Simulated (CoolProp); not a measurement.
Vapour-liquid equilibrium of diethyl ether (1) + benzene (2) at 301.8 K; x and y are mole fractions of (1).

Model: multi-fluid Helmholtz-energy mixture model, Thol 2014 and Thol 2012; pair parameters Bell 2016, in CoolProp.

Question: Give the bubble pressure and the first vapour's composition at x = 0.05, 0.35, 0.425. Is there an azeotrope?

Answer: x = 0.05: 0.01831 MPa, y = 0.220; x = 0.35: 0.03802 MPa, y = 0.739; x = 0.425: 0.04297 MPa, y = 0.795. No azeotrope shows between x = 0.05 and 0.95.

Pair parameters are fitted to limited data, so mixtures are less certain than the pure fluids.
